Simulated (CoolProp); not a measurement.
Properties of octamethylcyclotetrasiloxane (D4) along the isobar 0.101 MPa (Tc = 313.4 °C, pc = 1.347 MPa, ω = 0.598).

The numbers come from the reference Helmholtz-energy equation of state, Thol 2015 in CoolProp.

```csv
T (°C),phase,Joule-Thomson coefficient (K/MPa),fugacity coefficient
260.15,gas,11.90,0.9624
267.35,gas,11.36,0.9643
274.65,gas,10.85,0.9660
281.85,gas,10.38,0.9676
289.05,gas,9.943,0.9692
296.25,gas,9.531,0.9706
303.55,gas,9.139,0.9720
310.75,gas,8.776,0.9733
317.95,gas,8.435,0.9745
325.15,gas,8.113,0.9757
332.45,gas,7.807,0.9768
339.65,gas,7.521,0.9778
346.85,gas,7.252,0.9788
```
